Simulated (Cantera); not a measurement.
An isothermal, constant-pressure homogeneous reactor starts with 3.66 % H₂, 96.3 % O₂, at 948 K and 1330 Pa.

Cantera simulation using GRI-Mech 3.0 (53 species, 325 reactions); the numbers are that mechanism's predictions, not measurements. Radical loss at walls, strong at low pressure, is not modelled. Below about 950 K walls govern HO2 and H2O2 in real vessels. The temperature is held fixed by assumption; the heat of reaction is taken as removed at once.

x: mole fraction; the columns are a selection and need not sum to one.

| t (s) | x H₂ | x O₂ | x HO₂ | x H₂O₂ | x OH | x H₂O | x O |
|---|---|---|---|---|---|---|---|
| 0.000200 | 0.0366 | 0.963 | 1.54e-11 | <1e-12 | 4.41e-12 | 2.26e-12 | 5.88e-12 |
| 0.000502 | 0.0366 | 0.963 | 3.92e-11 | <1e-12 | 1.83e-11 | 2.43e-11 | 3.20e-11 |
| 0.00126 | 0.0366 | 0.963 | 1.04e-10 | <1e-12 | 1.13e-10 | 3.07e-10 | 2.47e-10 |
| 0.00317 | 0.0366 | 0.963 | 5.85e-10 | <1e-12 | 4.26e-9 | 1.53e-8 | 9.82e-9 |
| 0.00795 | 0.0365 | 0.963 | 1.97e-6 | 5.14e-10 | 3.02e-5 | 0.000111 | 6.96e-5 |
| 0.0200 | 0.00110 | 0.951 | 7.26e-6 | 1.24e-7 | 0.00111 | 0.0332 | 0.00920 |
| 0.0501 | 0.000155 | 0.960 | 4.20e-6 | 7.21e-8 | 0.000361 | 0.0367 | 0.00244 |
| 0.126 | 2.59e-5 | 0.962 | 1.86e-6 | 5.48e-8 | 0.000137 | 0.0372 | 0.000448 |
| 0.316 | 4.16e-6 | 0.963 | 6.44e-7 | 3.74e-8 | 5.57e-5 | 0.0373 | 7.55e-5 |
| 0.793 | ? | 0.963 | ? | ? | ? | 0.0373 | ? |
| 1.99 | 1.12e-7 | 0.963 | 5.00e-8 | 1.01e-8 | 1.11e-5 | 0.0373 | 2.89e-6 |
| 5.00 | ? | 0.963 | ? | ? | ? | 0.0373 | ? |

Task: What belongs in the gaps?

Result: 
- 0.793, x H₂: 6.59e-7
- 0.793, x HO₂: 1.84e-7
- 0.793, x H₂O₂: 2.08e-8
- 0.793, x OH: 2.39e-5
- 0.793, x O: 1.36e-5
- 5.00, x H₂: 2.30e-8
- 5.00, x HO₂: 1.45e-8
- 5.00, x H₂O₂: 4.63e-9
- 5.00, x OH: 5.66e-6
- 5.00, x O: 7.43e-7
